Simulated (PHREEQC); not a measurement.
# Copper plating or etch bath: speciation

Solution (20 °C): 0.0031 mol/kgw CuCl2 and 0.015 mol/kgw KCl. Closed to the air; pH follows from the charge balance.

Model: ion-association model, wateq4f.dat, run in PHREEQC.

Each row changes one thing in this solution. No solid was allowed to form.

```
case                                pH  ionic strength (mol/kgw)  CuCl+ (mol/kgw)  CuOH+ (mol/kgw)  Cu2(OH)2+2 (mol/kgw)  Cu(OH)2 (mol/kgw)  SI of Tenorite (CuO)  SI of Atacamite (Cu2(OH)3Cl)
--------------------------------  ----  ------------------------  ---------------  ---------------  --------------------  -----------------  --------------------  ----------------------------
as made                           5.12                    0.0241          7.66e-5          2.62e-6               2.43e-6            6.10e-7                 -0.34                         +0.51
temperature from 20 to 15 °C      5.16                    0.0242          5.98e-5          2.90e-6               1.76e-6            7.42e-7                 -0.45                         +0.39
0.004 mol/kgw NaOH added          7.22                    0.0223          1.02e-5          4.39e-5              0.000675            0.00130                 +2.99                         +5.06
KCl from 0.015 to 0.0075 mol/kgw  5.10                    0.0167          5.37e-5          2.69e-6               2.46e-6            6.20e-7                 -0.34                         +0.35
KCl from 0.015 to 0.0015 mol/kgw  5.08                    0.0107          3.29e-5          2.77e-6               2.50e-6            6.31e-7                 -0.33                         +0.14
```

Complexes and solids missing from the database can't appear. Some of these states are supersaturated (in Atacamite, Cu(OH)2, for instance). The database's constant for dissolved Cu(OH)2 is higher than later reviews accept.
